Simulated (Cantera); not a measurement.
**Stirred combustor or abatement burner**

A perfectly stirred reactor is fed with H₂ : O₂ : N₂ : H₂O = 1 : 1.04 : 3.92 : 0.13 (molar parts), equivalence ratio 0.48, at 14.0 bar; it is adiabatic with a 650 K inlet, and is followed from long to short residence time, starting on the burning branch (τ in s: 0.1, 0.032, 0.0099, 0.0031, 0.00095, 0.0003, 9.2e-05, 2.8e-05, 8.8e-06).

Computed with Cantera and the H2/O2 subset of GRI-Mech 3.0, which has no nitrogen chemistry. The hydrogen kinetics of GRI-Mech 3.0 are dated; newer H2 mechanisms differ, most at raised pressure. The pressure lies above the range GRI-Mech 3.0 was tuned for (to about 10 atm).

```json
[
 {"τ (s)": "0.10", "T (K)": "1866", "x H₂": "2.41e-5", "x O₂": "0.0964", "x H₂O": "0.202", "x HO₂": "2.60e-6", "x H₂O₂": "2.84e-7", "x O": "1.99e-5", "x OH": "0.000634"},
 {"τ (s)": "0.032", "T (K)": "1866", "x H₂": "3.79e-5", "x O₂": "0.0964", "x H₂O": "0.202", "x HO₂": "2.93e-6", "x H₂O₂": "3.10e-7", "x O": "2.26e-5", "x OH": "0.000672"},
 {"τ (s)": "0.0099", "T (K)": "1865", "x H₂": "7.61e-5", "x O₂": "0.0964", "x H₂O": "0.202", "x HO₂": "3.92e-6", "x H₂O₂": "3.82e-7", "x O": "3.04e-5", "x OH": "0.000769"},
 {"τ (s)": "0.0031", "T (K)": "1863", "x H₂": "0.000167", "x O₂": "0.0964", "x H₂O": "0.201", "x HO₂": "6.55e-6", "x H₂O₂": "5.44e-7", "x O": "4.96e-5", "x OH": "0.000962"},
 {"τ (s)": "0.00095", "T (K)": "1860", "x H₂": "0.000379", "x O₂": "0.0964", "x H₂O": "0.201", "x HO₂": "1.32e-5", "x H₂O₂": "8.59e-7", "x O": "9.44e-5", "x OH": "0.00129"},
 {"τ (s)": "0.00030", "T (K)": "1854", "x H₂": "0.000837", "x O₂": "0.0964", "x H₂O": "0.200", "x HO₂": "2.79e-5", "x H₂O₂": "1.38e-6", "x O": "0.000189", "x OH": "0.00175"},
 {"τ (s)": "9.2e-5", "T (K)": "1843", "x H₂": "0.00188", "x O₂": "0.0966", "x H₂O": "0.199", "x HO₂": "6.10e-5", "x H₂O₂": "2.22e-6", "x O": "0.000397", "x OH": "0.00238"},
 {"τ (s)": "2.8e-5", "T (K)": "1819", "x H₂": "0.00425", "x O₂": "0.0972", "x H₂O": "0.195", "x HO₂": "0.000131", "x H₂O₂": "3.49e-6", "x O": "0.000825", "x OH": "0.00317"},
 {"τ (s)": "8.8e-6", "T (K)": "1769", "x H₂": "0.00965", "x O₂": "0.0990", "x H₂O": "0.188", "x HO₂": "0.000261", "x H₂O₂": "5.42e-6", "x O": "0.00155", "x OH": "0.00390"}
]
```
x: mole fraction; the columns are a selection and need not sum to one.
